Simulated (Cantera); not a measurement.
## Diamond growth

A diamond (100) surface in a fixed gas of H2 with x(CH4) = 0.02, x(H) = 0.0014, at 900 K, 20000 Pa; coverages are run to steady state.

Model: the Harris–Goodwin 1993 mechanism for the reconstructed diamond (100) surface, integrated in Cantera.

| x(CH3) | growth (µm/h) | θ c6HH | θ c6H* | θ c6*H | θ c6** | θ c6HM |
|---|---|---|---|---|---|---|
| 1e-06 | 0.0623 | 0.692 | 0.0105 | 0.292 | 0.00431 | 0.000599 |
| 2.4e-06 | 0.149 | 0.691 | 0.0105 | 0.292 | 0.00431 | 0.00144 |
| 5.7e-06 | 0.354 | 0.690 | 0.0105 | 0.291 | 0.00429 | 0.00340 |
| 1.4e-05 | 0.863 | 0.686 | 0.0104 | 0.290 | 0.00426 | 0.00830 |
| 3.3e-05 | 2.00 | 0.676 | 0.0102 | 0.285 | 0.00419 | 0.0193 |
| 7.9e-05 | 4.63 | 0.655 | 0.00991 | 0.276 | 0.00402 | 0.0445 |
| 0.00019 | 10.3 | 0.608 | 0.00919 | 0.256 | 0.00366 | 0.0988 |
| 0.00045 | 20.6 | 0.523 | 0.00788 | 0.220 | 0.00300 | 0.198 |
| 0.0011 | 36.5 | 0.392 | 0.00586 | 0.163 | 0.00202 | 0.351 |
θ: site fractions in the mechanism's names (c6HH fully hydrogenated, c6H* and c6*H radical sites, c6** diradical, c6HM methylated).
